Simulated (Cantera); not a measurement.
Charge: 1 mol Fe(CO)₅, 1.7 mol CO, 0.69 mol N₂, at 0.0220 bar.

These are equilibrium values from Cantera (NASA tables, ideal gas, pure condensed phases), not measurements of a reactor. Candidate condensed phases: C, Fe, Fe(CO)₅, FeO, Fe₂O₃, Fe₃O₄; 27 gas species. Condensed phases not in the tables: cementite and carbon dissolved in iron. Rates play no part.

**Question.** At 1073 K, list the 3 most abundant gas species with their mole fractions, and the condensed phases.

**Answer.** CO 0.904, N₂ 0.0936, CO₂ 0.00253. Condensed: C(graphite) + Fe(α).
